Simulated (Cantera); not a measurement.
An isothermal, constant-pressure homogeneous reactor starts with 4.76 % H2, 95.2 % O2, equivalence ratio 0.025, at 950 K and 0.0267 bar.

Detailed kinetics in Cantera: the H2/O2 subset of GRI-Mech 3.0, which has no nitrogen chemistry. Radical loss at walls, strong at low pressure, is not modelled. The temperature is held fixed by assumption; the heat of reaction is taken as removed at once.

x: mole fraction; the columns are a selection and need not sum to one.

```json
[
 {"t (s)": "0.000200", "x H2": "0.0476", "x O2": "0.952", "x O": "2.90e-11", "x H": "3.38e-11", "x H2O": "2.27e-11", "x H2O2": "<1e-12"},
 {"t (s)": "0.000446", "x H2": "0.0476", "x O2": "0.952", "x O": "1.56e-10", "x H": "1.20e-10", "x H2O": "1.94e-10", "x H2O2": "<1e-12"},
 {"t (s)": "0.000993", "x H2": "0.0476", "x O2": "0.952", "x O": "…", "x H": "…", "x H2O": "…", "x H2O2": "<1e-12"},
 {"t (s)": "0.00221", "x H2": "0.0476", "x O2": "0.952", "x O": "3.98e-7", "x H": "2.62e-7", "x H2O": "6.89e-7", "x H2O2": "3.75e-12"},
 {"t (s)": "0.00493", "x H2": "0.0267", "x O2": "0.941", "x O": "0.00653", "x H": "0.00684", "x H2O": "0.0166", "x H2O2": "5.74e-7"},
 {"t (s)": "0.0110", "x H2": "0.000873", "x O2": "0.947", "x O": "0.00355", "x H": "0.00102", "x H2O": "0.0469", "x H2O2": "3.37e-7"},
 {"t (s)": "0.0245", "x H2": "0.000147", "x O2": "0.950", "x O": "0.000670", "x H": "5.44e-5", "x H2O": "0.0485", "x H2O2": "1.85e-7"},
 {"t (s)": "0.0546", "x H2": "…", "x O2": "0.951", "x O": "…", "x H": "…", "x H2O": "0.0487", "x H2O2": "…"},
 {"t (s)": "0.122", "x H2": "8.28e-6", "x O2": "0.951", "x O": "3.07e-5", "x H": "4.87e-7", "x H2O": "0.0487", "x H2O2": "7.68e-8"},
 {"t (s)": "0.271", "x H2": "1.91e-6", "x O2": "0.951", "x O": "7.45e-6", "x H": "5.93e-8", "x H2O": "0.0488", "x H2O2": "4.30e-8"},
 {"t (s)": "0.604", "x H2": "3.81e-7", "x O2": "0.951", "x O": "2.04e-6", "x H": "8.54e-9", "x H2O": "0.0488", "x H2O2": "2.22e-8"},
 {"t (s)": "1.35", "x H2": "6.53e-8", "x O2": "0.951", "x O": "6.32e-7", "x H": "1.47e-9", "x H2O": "0.0488", "x H2O2": "1.09e-8"},
 {"t (s)": "3.00", "x H2": "1.17e-8", "x O2": "0.951", "x O": "2.19e-7", "x H": "2.97e-10", "x H2O": "0.0488", "x H2O2": "5.24e-9"}
]
```

Problem. Fill in the missing entries.

Solution. 
- 0.000993, x O: 2.05e-9
- 0.000993, x H: 1.37e-9
- 0.000993, x H2O: 3.36e-9
- 0.0546, x H2: 3.38e-5
- 0.0546, x O: 0.000139
- 0.0546, x H: 4.68e-6
- 0.0546, x H2O2: 1.23e-7
